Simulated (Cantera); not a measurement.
A perfectly stirred reactor is fed with NH3 : N2 = 1 : 0.14 (molar parts), at 2.00 bar; it is held at 1600 K, and followed from long to short residence time.

Computed with Cantera and the gas-phase N/H chemistry of the illustrative SiF4/NH3 mechanism in the Surface Chemkin manual (1991). Walls and surfaces, which speed up NH3 decomposition in real reactors, are not modelled.

**Question.** What does this change do: temperature 1600 to 2023 K?

**Answer.** 
```tsv
quantity	before	after
x(NH3) at τ = 1.50 s	0.623	0.0157
x(N2H4) at τ = 1.50 s	2.41e-7	3.09e-9
x(N2H2) at τ = 1.50 s	2.72e-7	2.54e-8
x(N) at τ = 1.50 s	4.06e-9	3.76e-7
x(H) at τ = 1.50 s	9.01e-6	0.000948
x(NH3) at τ = 0.100 s	0.847	0.105
x(N2H4) at τ = 0.100 s	4.48e-7	6.14e-8
x(N2H2) at τ = 0.100 s	5.74e-7	3.92e-7
x(N) at τ = 0.100 s	2.09e-9	7.10e-7
x(H) at τ = 0.100 s	1.07e-6	0.000567
```

**Question.** What does this change do: temperature 1600 to 2323 K?

**Answer.** 
| quantity | before | after |
|---|---|---|
| x(NH3) at τ = 1.50 s | 0.623 | 0.00103 |
| x(N2H4) at τ = 1.50 s | 2.41e-7 | 8.76e-11 |
| x(N2H2) at τ = 1.50 s | 2.72e-7 | 3.97e-9 |
| x(N) at τ = 1.50 s | 4.06e-9 | 2.30e-6 |
| x(H) at τ = 1.50 s | 9.01e-6 | 0.00631 |
| x(NH3) at τ = 0.100 s | 0.847 | 0.00608 |
| x(N2H4) at τ = 0.100 s | 4.48e-7 | 1.84e-9 |
| x(N2H2) at τ = 0.100 s | 5.74e-7 | 6.77e-8 |
| x(N) at τ = 0.100 s | 2.09e-9 | 6.33e-6 |
| x(H) at τ = 0.100 s | 1.07e-6 | 0.00490 |
